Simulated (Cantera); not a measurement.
An adiabatic, constant-pressure homogeneous reactor starts with H₂ : O₂ : N₂ = 1 : 1.56 : 6.72 (molar parts), equivalence ratio 0.32, at 1300 K and 760 Torr.

Model: GRI-Mech 3.0 (53 species, 325 reactions), integrated in Cantera.

One state of this run: T (K) = 2045; x H₂ = 0.000132; x O₂ = 0.118; x OH = 0.00233; x H₂O = 0.112; x NO = 0.00382; x H = 2.52e-5. x: mole fraction; the columns are a selection and need not sum to one.

Q: Which value of t (s) does it belong to?
A) 6.65e-5
B) 0.00134
C) 9.00e-6
D) 1.47

A: D, 1.47
